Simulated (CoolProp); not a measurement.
Properties of dimethyl carbonate along the isobar 41.4 bar (Tc = 557.0 K, pc = 49.09 bar, ω = 0.346).

Computed with CoolProp (reference Helmholtz-energy equation of state, Zhou 2011).

| T (K) | phase | density (kg/m³) | speed of sound (m/s) | Joule-Thomson coefficient (K/MPa) |
|---|---|---|---|---|
| 367.2 | liquid | 974.5 | 950.2 | -0.2483 |
| 390 | liquid | 942.1 | 868.4 | -0.2095 |
| 412.8 | liquid | 908.1 | 789.1 | -0.1610 |
| 435.6 | liquid | 872.1 | 710.9 | -0.09765 |
| 458.4 | liquid | 833.2 | 632.0 | -0.009431 |
| 481.2 | liquid | 790.0 | 549.3 | 0.1264 |
| 504 | liquid | 739.2 | 457.9 | 0.3707 |
| 526.8 | liquid | 671.9 | 346.6 | 0.9604 |
| 549.6 | gas | 151.2 | 131.2 | 16.63 |
